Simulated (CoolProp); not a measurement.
Vapour-liquid equilibrium of acetone (1) + ethanol (2) at 1.6 bar; x and y are mole fractions of (1).

The numbers come from the multi-fluid Helmholtz-energy mixture model, Lemmon 2006 and Schroeder 2014; pair parameters Bell 2016 in CoolProp.

| x | bubble temperature, mixture model (K) | bubble temperature, Raoult's law (K) | y, mixture model | y, Raoult's law |
|---|---|---|---|---|
| 0.05 | 360.9 | 362.5 | 0.134 | 0.088 |
| 0.15 | 356.7 | 360.3 | 0.328 | 0.248 |
| 0.25 | 353.5 | 358.1 | 0.459 | 0.388 |
| 0.35 | 351.1 | 356.0 | 0.556 | 0.511 |
| 0.45 | 349.2 | 353.9 | 0.633 | 0.619 |
| 0.55 | 347.7 | 351.8 | 0.700 | 0.712 |
| 0.65 | 346.4 | 349.8 | 0.761 | 0.793 |
| 0.75 | 345.3 | 347.9 | 0.823 | 0.864 |
| 0.85 | 344.4 | 346.0 | 0.888 | 0.924 |
| 0.95 | 343.6 | 344.1 | 0.960 | 0.977 |

The largest gap from Raoult's law is -4.9 K in bubble temperature, at x = 0.35. No azeotrope shows between x = 0.05 and 0.95.

The pair parameters rest on a limited set of measurements; away from them the model extrapolates.
